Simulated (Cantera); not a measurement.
A freely propagating, adiabatic, planar premixed flame of H2 : O2 : N2 = 1 : 0.943 : 3.55 (molar parts), unburnt at 525 K and 0.310 bar; mixture-averaged transport, grid criteria slope 0.08 and curve 0.16, no radiation.

Cantera simulation using the H2/O2 subset of GRI-Mech 3.0, which has no nitrogen chemistry; the numbers are that mechanism's predictions, not measurements. Burning velocities carry a grid error of a few per cent, more on coarse grids. Lean hydrogen flames are cellular in practice and burn faster than this planar one.

Q: What does this change do: N2 3.55 to 4.5 parts?

A: 
| quantity | before | after |
|---|---|---|
| laminar burning velocity | 281 cm/s | 196 cm/s |
| thermal thickness | 1.83 mm | 1.96 mm |
| peak x(H2O2) | 1.12e-5 | 1.10e-5 |
| peak x(H) | 0.0229 | 0.0148 |
| peak x(O) | 0.0118 | 0.00747 |

Q: What does this change do: inlet temperature 525 to 373 K?

A: 
```json
[
 {"quantity": "laminar burning velocity", "before": "281 cm/s", "after": "121 cm/s"},
 {"quantity": "thermal thickness", "before": "1.83 mm", "after": "1.59 mm"},
 {"quantity": "peak x(H2O2)", "before": "1.12e-5", "after": "3.77e-5"},
 {"quantity": "peak x(H)", "before": "0.0229", "after": "0.0139"},
 {"quantity": "peak x(O)", "before": "0.0118", "after": "0.00799"}
]
```
